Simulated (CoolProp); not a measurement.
Vapour-liquid equilibrium of benzene (1) + o-xylene (2) at 339.1 K; x and y are mole fractions of (1).

Values from CoolProp's multi-fluid Helmholtz-energy mixture model, Thol 2012 and Zhou 2012; pair parameters Bell 2016.

Task: Give the bubble pressure and the first vapour's composition at x = 0.05, 0.2, 0.95. Is there an azeotrope?

Result: x = 0.05: 0.009429 MPa, y = 0.285; x = 0.2: 0.01861 MPa, y = 0.700; x = 0.95: 0.06158 MPa, y = 0.992. No azeotrope shows between x = 0.05 and 0.95.

The pair parameters rest on a limited set of measurements; away from them the model extrapolates. The gap from Raoult's law changes sign with composition, which may be real or a fault of the pair parameters; it wasn't checked against measurements.
